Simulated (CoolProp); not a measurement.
The fluid at 238.22 K and 2.83 MPa expands adiabatically to 0.906 MPa with isentropic efficiency 0.8. The same conditions are run with several fluids, on thermodynamics alone (safety and materials aside).

The numbers come from the reference Helmholtz-energy equation of state of each fluid (CF4 (R14): Platzer 1990; fluorine: de Reuck 1990; methane: Setzmann 1991; nitrogen: Span 2000; oxygen: Schmidt 1985) in CoolProp. The equations of Platzer and Polt are older, rougher fits.

**Question.** Rank CF4 (R14), fluorine, methane, nitrogen, oxygen by work (kJ/kg), highest first.

**Answer.** methane (87.5), nitrogen (53.0), oxygen (45.7), fluorine (39.2), CF4 (R14) (14.2)

| fluid | final temperature (K) | final density (kg/m³) |
|---|---|---|
| CF4 (R14) | 192.5 | 59.0 |
| fluorine | 184.2 | 23.1 |
| methane | 185.8 | 10.2 |
| nitrogen | 182.7 | 17.2 |
| oxygen | 182.3 | 19.9 |
